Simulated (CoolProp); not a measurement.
A single-stage vapour-compression cycle with chlorine: evaporating at 214.15 K (dew point), condensing at 236.15 K (bubble point), superheat 2 K, subcooling 5 K, compressor efficiency 0.65, no pressure losses. Each further row changes one setting.

The numbers come from the reference Helmholtz-energy equation of state, Thol 2021 in CoolProp.

```json
[
 {"case": "as stated", "cooling COP": "5.75", "pressure ratio": "3.05", "discharge temperature (K)": "322.3", "refrigerating effect (kJ/kg)": "286", "volumetric capacity (kJ/m³)": "330"},
 {"case": "evaporating temperature 219.15 K", "cooling COP": "7.81", "pressure ratio": "2.31", "discharge temperature (K)": "300.2", "refrigerating effect (kJ/kg)": "288", "volumetric capacity (kJ/m³)": "430"},
 {"case": "condensing temperature 231.15 K", "cooling COP": "7.61", "pressure ratio": "2.42", "discharge temperature (K)": "298.3", "refrigerating effect (kJ/kg)": "290", "volumetric capacity (kJ/m³)": "336"},
 {"case": "subcooling 10 K", "cooling COP": "5.84", "pressure ratio": "3.05", "discharge temperature (K)": "322.3", "refrigerating effect (kJ/kg)": "290", "volumetric capacity (kJ/m³)": "336"},
 {"case": "superheat 12 K", "cooling COP": "5.58", "pressure ratio": "3.05", "discharge temperature (K)": "336.4", "refrigerating effect (kJ/kg)": "290", "volumetric capacity (kJ/m³)": "321"},
 {"case": "compressor efficiency 0.55", "cooling COP": "4.86", "pressure ratio": "3.05", "discharge temperature (K)": "340.6", "refrigerating effect (kJ/kg)": "286", "volumetric capacity (kJ/m³)": "330"}
]
```
